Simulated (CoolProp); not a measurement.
The fluid at 254.2 K and 0.17 MPa is compressed adiabatically to 0.88 MPa with isentropic efficiency 0.85. The same conditions are run with several fluids, on thermodynamics alone (safety and materials aside).

Computed with CoolProp (reference Helmholtz-energy equation of state of each fluid (CF4 (R14): Platzer 1990; C2F6 (R116): Lemmon 2006; ethane: Bücker 2006; nitrous oxide: Lemmon 2006; carbon monoxide: Lemmon 2006)). The equations of Platzer and Polt are older, rougher fits.

| fluid | work (kJ/kg) | final temperature (K) | final density (kg/m³) |
|---|---|---|---|
| CF4 (R14) | 51.6 | 332.3 | 28.6 |
| C2F6 (R116) | 30.0 | 300.9 | 53.6 |
| ethane | 152 | 345.6 | 9.61 |
| nitrous oxide | 110 | 380.4 | 12.5 |
| carbon monoxide | 186 | 433.0 | 6.83 |
